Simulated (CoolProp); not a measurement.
The fluoroketone C6F12O (FK-5-1-12) along the isobar 0.101 MPa: Z from the reference equation and from simpler models built on Tc = 441.8 K, pc = 1.869 MPa, ω = 0.471; each cubic takes its own stable root.

Computed with CoolProp (reference Helmholtz-energy equation of state, McLinden 2015).

```
T (K)   phase  reference
-----  ------  ---------
307.2  liquid   0.007936
326.5     gas     0.9391
345.8     gas     0.9515
365.1     gas     0.9608
384.3     gas     0.9678
403.6     gas     0.9732
422.9     gas     0.9775
442.2     gas     0.9810
461.4     gas     0.9838
480.7     gas     0.9861
500       gas     0.9881
```

### Question
How far does each simpler model (Soave-Redlich-Kwong, Peng-Robinson) lie from the reference over these 11 states: mean and median of the absolute difference, and the worst?

### Answer
- Soave-Redlich-Kwong: mean 1.0 %, median 0.1 %, worst +9.5 % at 307.2 K and 0.101 MPa
- Peng-Robinson: mean 0.4 %, median 0.2 %, worst -3.2 % at 307.2 K and 0.101 MPa
